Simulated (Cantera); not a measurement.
An isothermal, constant-pressure homogeneous reactor starts with NH3 : H2 = 0.28 : 13 (molar parts), at 2175 K and 10.00 Torr.

Computed with Cantera and the gas-phase N/H chemistry of the illustrative SiF4/NH3 mechanism in the Surface Chemkin manual (1991). Walls and surfaces, which speed up NH3 decomposition in real reactors, are not modelled.

x: mole fraction; the columns are a selection and need not sum to one.

| t (s) | x NH3 | x H2 | x N2 | x N | x NH2 | x NH | x H |
|---|---|---|---|---|---|---|---|
| 5.00e-6 | 0.0211 | 0.979 | <1e-12 | <1e-12 | 6.58e-8 | <1e-12 | 1.93e-7 |
| 1.52e-5 | 0.0211 | 0.979 | <1e-12 | <1e-12 | 1.35e-7 | <1e-12 | 6.49e-7 |
| 4.59e-5 | 0.0211 | 0.979 | <1e-12 | <1e-12 | 2.44e-7 | 9.26e-12 | 2.13e-6 |
| 0.000139 | 0.0211 | 0.979 | <1e-12 | <1e-12 | 5.44e-7 | 8.22e-11 | 6.65e-6 |
| 0.000422 | 0.0211 | 0.979 | 6.49e-12 | <1e-12 | 1.45e-6 | 7.40e-10 | 2.04e-5 |
| 0.00128 | 0.0211 | 0.979 | 2.61e-10 | 2.65e-11 | 4.20e-6 | 6.74e-9 | 6.19e-5 |
| 0.00387 | 0.0211 | 0.979 | 9.95e-9 | 7.44e-10 | 1.25e-5 | 6.16e-8 | 0.000188 |
| 0.0117 | 0.0210 | 0.978 | 4.46e-7 | … | 3.76e-5 | 5.61e-7 | 0.000568 |
| 0.0356 | 0.0209 | 0.977 | 2.63e-5 | … | 0.000110 | 4.88e-6 | 0.00168 |
| 0.108 | 0.0188 | 0.976 | 0.000982 | … | 0.000207 | 1.89e-5 | 0.00350 |
| 0.327 | 0.0104 | 0.980 | 0.00512 | 5.19e-6 | 0.000149 | 1.77e-5 | 0.00456 |
| 0.990 | 0.000911 | 0.979 | 0.00980 | … | 3.01e-5 | 8.31e-6 | 0.0105 |
| 3.00 | 4.06e-6 | 0.957 | 0.0102 | … | 4.26e-7 | 3.76e-7 | 0.0327 |

Question: What belongs in the gaps?

Answer: 
- 0.0117, x N: 2.05e-8
- 0.0356, x N: 5.28e-7
- 0.108, x N: 4.25e-6
- 0.990, x N: 5.64e-6
- 3.00, x N: 8.12e-7
